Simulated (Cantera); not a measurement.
Feed: 1 mol C2H4, 2.1 mol CO2, 2.7 mol N2, at 1027 °C and 1.00 bar.

Method: chemical equilibrium by Gibbs-energy minimisation in Cantera with the NASA 1993 tables (ideal gas, pure condensed phases). Candidate condensed phases: C, C6H6, C7H8, C8H18, H2O; 136 gas species. Equilibrium is a limit: real reactors are often held back by kinetics, nucleation or transport.

What is the equilibrium state?


```
Property                                    Value
--------------------------------------  ---------
x(CO)                                       0.460
x(N2)                                       0.307
x(H2)                                       0.222
x(CO2)                                    0.00618
x(H2O)                                    0.00526
x(CH4)                                    6.85e-5
x(HCN)                                    9.55e-6
x(NH3)                                    7.18e-6
gas amount                              8.799 mol
log10 activity of C(graphite) (absent)      -0.75
```
